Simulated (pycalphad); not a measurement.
All values are pycalphad results on the COST 507 light-alloy database (1999) (1 atm), not direct measurements. The database dates from 1999; later assessments differ in places, in temperatures and in the compounds included. Kinetics are ignored, which matters at the lower temperatures.

Molar enthalpy of Fe-23.6Si (at.%) in equilibrium (SER reference):

| T (K) | H (kJ/mol) | phases |
|---|---|---|
| 2250 | 64.42 | liquid |
| 2170 | 61.10 | liquid |
| 2090 | 57.77 | liquid |
| 2010 | 54.45 | liquid |
| 1930 | 51.12 | liquid |
| 1850 | 47.80 | liquid |
| 1770 | 44.49 | liquid |
| 1690 | 41.30 | liquid |
| 1610 | 38.21 | liquid |
| 1570 | 36.70 | liquid |
| 1530 | 27.35 | ordered bcc (B2) + liquid |
| 1490 | 19.02 | ordered bcc (B2) |
| 1450 | 17.48 | ordered bcc (B2) |
| 1370 | 14.45 | ordered bcc (B2) |
| 1290 | 11.48 | ordered bcc (B2) |
| 1210 | 8.56 | ordered bcc (B2) |
| 1130 | 5.67 | ordered bcc (B2) |
| 1050 | 2.78 | ordered bcc (B2) |
| 970 | -0.15 | ordered bcc (B2) |
| 890 | -3.26 | ordered bcc (B2) |
| 810 | -6.98 | ordered bcc (B2) |
| 730 | -10.50 | ordered bcc (B2) |
| 650 | -13.52 | ordered bcc (B2) |
| 570 | -16.22 | ordered bcc (B2) |

Cooling from 1570 K to 1490 K, across the freezing range, releases 17.7 kJ/mol, or 359 J/g. The slope is 38 J/(mol K) in the liquid and 39 J/(mol K) just below the solidus, where it includes any heat of precipitation. Liquidus 1553 K, solidus 1513 K. Changes were sought between steps of 40 K, so a narrower field can be missed.
